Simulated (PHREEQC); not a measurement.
A solution holds 0.0056 mol Cu(NO3)2, 0.28 mol HNO3 and 0.00023 mol Na2SO4 per kg of water, at 25 °C. Closed to the air; pH follows from the charge balance.

Computed with PHREEQC (ion-association model, phreeqc.dat).

Question: The ionic strength comes out as 0.297 mol/kgw. What activity coefficients do SO4-2, HSO4-, NO3-, Na+, H+ get?

Answer: SO4-2 0.25, HSO4- 0.73, NO3- 0.66, Na+ 0.73, H+ 0.78.

This is a speciation only: nothing precipitates in the calculation. Complexes and solids missing from the database can't appear.
